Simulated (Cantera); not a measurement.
A Cantera script and its output.

```python
import numpy as np
import cantera as ct

surf = ct.Interface("diamond.yaml", "diamond_100")
gas, bulk = surf.adjacent["gas"], surf.adjacent["diamond"]
k = surf.kinetics_species_index(bulk.species_names[0])
cover = ["c6HH", "c6H*", "c6*H", "c6**", "c6HM", "c6B"]

rows, drift = [], 0.0
print(f"{'xH':>10s}{'um/h':>11s}" + "".join(f"{s:>11s}" for s in cover))
for v in [0.0001, 0.00019, 0.00038, 0.00074, 0.0014, 0.0028, 0.0055, 0.011, 0.021]:
    T, P, xH, xCH3 = 1400, 8600, v, 6.3e-05
    gas.TPX = T, P, {"H": xH, "CH3": xCH3, "CH4": 0.0076, "H2": 1 - xH - xCH3 - 0.0076}
    surf.TP = bulk.TP = T, P
    surf.coverages = "c6H*:0.1, c6HH:0.9"
    surf.advance_coverages(100.0)
    before = surf.coverages
    surf.advance_coverages(100.0)
    drift = max(drift, np.max(np.abs(surf.coverages - before) / (surf.coverages + 1e-9)))
    rate = surf.net_production_rates[k] * bulk.mean_molecular_weight / bulk.density * 3.6e9
    rows.append([rate, *surf[cover].coverages])
    print(f"{v:10.4g}{rate:11.4e}" + "".join(f"{x:11.3e}" for x in rows[-1][1:]))
```

It prints:

```
        xH       um/h       c6HH       c6H*       c6*H       c6**       c6HM        c6B
    0.0001 7.4529e-03  7.124e-01  2.801e-02  2.564e-01  3.137e-03  1.219e-05  2.022e-11
   0.00019 3.0503e-02  6.068e-01  3.798e-02  3.477e-01  7.410e-03  1.681e-05  8.277e-11
   0.00038 1.0924e-01  5.047e-01  4.721e-02  4.321e-01  1.570e-02  2.185e-05  2.964e-10
   0.00074 2.8376e-01  4.319e-01  5.326e-02  4.874e-01  2.698e-02  2.674e-05  7.700e-10
    0.0014 5.5195e-01  3.863e-01  5.660e-02  5.179e-01  3.882e-02  3.154e-05  1.498e-09
    0.0028 9.0385e-01  3.566e-01  5.845e-02  5.346e-01  5.003e-02  3.628e-05  2.453e-09
    0.0055 1.2527e+00  3.406e-01  5.931e-02  5.420e-01  5.782e-02  3.951e-05  3.399e-09
     0.011 1.6309e+00  3.318e-01  5.979e-02  5.454e-01  6.278e-02  4.093e-05  4.426e-09
     0.021 2.0802e+00  3.275e-01  6.012e-02  5.467e-01  6.546e-02  4.038e-05  5.645e-09
```

Cantera simulation using the Harris–Goodwin 1993 mechanism for the reconstructed diamond (100) surface; the numbers are that mechanism's predictions, not measurements.
